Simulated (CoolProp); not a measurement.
Vapour-liquid equilibrium of n-butane (1) + acetone (2) at 306.9 K; x and y are mole fractions of (1).

Model: multi-fluid Helmholtz-energy mixture model, Bücker 2006 and Lemmon 2006; pair parameters Bell 2016, in CoolProp.

| x | bubble pressure, mixture model (bar) | bubble pressure, Raoult's law (bar) | y, mixture model | y, Raoult's law |
|---|---|---|---|---|
| 0.05 | 0.9795 | 0.5787 | 0.559 | 0.274 |
| 0.15 | 1.764 | 0.8511 | 0.768 | 0.558 |
| 0.25 | 2.241 | 1.123 | 0.827 | 0.705 |
| 0.35 | 2.513 | 1.396 | 0.852 | 0.794 |
| 0.45 | 2.665 | 1.668 | 0.866 | 0.854 |
| 0.55 | 2.760 | 1.941 | 0.876 | 0.897 |
| 0.65 | 2.839 | 2.213 | 0.885 | 0.930 |
| 0.75 | 2.924 | 2.485 | 0.899 | 0.955 |
| 0.85 | 3.023 | 2.758 | 0.922 | 0.976 |
| 0.95 | 3.126 | 3.030 | 0.965 | 0.993 |

The largest gap from Raoult's law is +107.3 % in bubble pressure, at x = 0.15. No azeotrope shows between x = 0.05 and 0.95.

Pair parameters are fitted to limited data, so mixtures are less certain than the pure fluids. With so large a gap from Raoult's law the liquid may split in two, which this calculation doesn't test in full.
